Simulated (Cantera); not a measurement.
Charge: 1 mol BF₃, a varied amount of H₂O, at 2125 K and 17.3 Torr.

Cantera equilibrium calculation (NASA polynomials, part measured and part estimated; ideal gas, pure solids and liquids). Candidate condensed phases: B, B₂O₃, B₃O₃H₃, H₂O; 43 gas species. The tables' values for BF₂ are old estimates; treat these amounts as uncertain. Rates play no part.

x: gas mole fraction; nothing condenses.

```tsv
n(H₂O) (mol)	x H₂O	x HF	x BOF	x HBO₂	x H₂	x OH	x O₂
1.1	0.0263	0.643	0.313	0.00533	0.00331	0.00136	0.00135
2.4	___	___	___	___	___	___	___
3.8	0.398	0.392	0.117	0.0496	0.0204	0.00828	0.00818
5.1	0.485	0.331	0.0843	0.0514	0.0232	0.00945	0.00934
6.4	___	___	___	0.0506	0.0251	0.0102	0.0101
7.8	0.596	0.251	0.0492	0.0487	0.0266	0.0109	0.0108
9.1	0.632	0.225	0.0398	0.0465	0.0277	0.0113	0.0112
10	0.652	0.210	0.0348	0.0450	0.0282	0.0115	0.0114
```

Task: What belongs in the gaps?

Result: 
- 6.4, x H₂O: 0.547
- 6.4, x HF: 0.287
- 6.4, x BOF: 0.0638
- 2.4, x H₂O: 0.254
- 2.4, x HF: 0.491
- 2.4, x BOF: 0.182
- 2.4, x HBO₂: 0.0393
- 2.4, x H₂: 0.0151
- 2.4, x OH: 0.00614
- 2.4, x O₂: 0.00606
